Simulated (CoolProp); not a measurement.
A single-stage vapour-compression cycle with the fluid: evaporating at 253.15 K (dew point), condensing at 302.15 K (bubble point), superheat 10 K, subcooling 5 K, compressor efficiency 0.65, no pressure losses. The same conditions are run with several fluids, on thermodynamics alone (safety and materials aside).

Values from CoolProp's reference Helmholtz-energy equation of state of each fluid (trans-2-butene: Lemmon 2005; R236FA: Pan 2012; R1233zd(E): Akasaka 2022; R245ca: Zhou 2016; R227EA: Lemmon 2016; hydrogen sulfide: Lemmon 2006).

```csv
fluid,cooling COP,pressure ratio,discharge temperature (K),refrigerating effect (kJ/kg),volumetric capacity (kJ/m³)
trans-2-butene,2.92,6.26,340.9,340,377
R236FA,2.78,7.09,322.6,123,383
R1233zd(E),2.92,8.07,339.5,169,189
R245ca,2.89,9.86,334.2,178,130
R227EA,2.65,5.95,314.1,91.5,637
hydrogen sulfide,2.69,4.07,420.1,412,3750
```
